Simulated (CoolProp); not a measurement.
Toluene along the isotherm 620 K: Z from the reference equation and from simpler models built on Tc = 591.7 K, pc = 4126 kPa, ω = 0.266; each cubic takes its own stable root.

The numbers come from the reference Helmholtz-energy equation of state, Lemmon 2006 in CoolProp. It is a short technical equation, of lower accuracy than the large ones.

```tsv
p (kPa)	phase	reference
938	gas	0.9255
1880	gas	0.8434
2810	gas	0.7525
3750	gas	0.6455
4690	supercritical	0.5115
5630	supercritical	0.3325
6560	supercritical	0.2935
7500	supercritical	0.3060
8440	supercritical	0.3266
9380	supercritical	0.3496
10300	supercritical	0.3732
```

Question: How far does each simpler model (van der Waals, Redlich-Kwong, Soave-Redlich-Kwong, Peng-Robinson) lie from the reference over these 11 states: mean and median of the absolute difference, and the worst?

Answer: 
- van der Waals: mean 18.5 %, median 10.8 %, worst +37.5 % at 620 K and 10300 kPa
- Redlich-Kwong: mean 8.8 %, median 7.5 %, worst +18.0 % at 620 K and 7500 kPa
- Soave-Redlich-Kwong: mean 12.9 %, median 18.1 %, worst +25.2 % at 620 K and 6560 kPa
- Peng-Robinson: mean 6.2 %, median 7.1 %, worst +15.4 % at 620 K and 6560 kPa
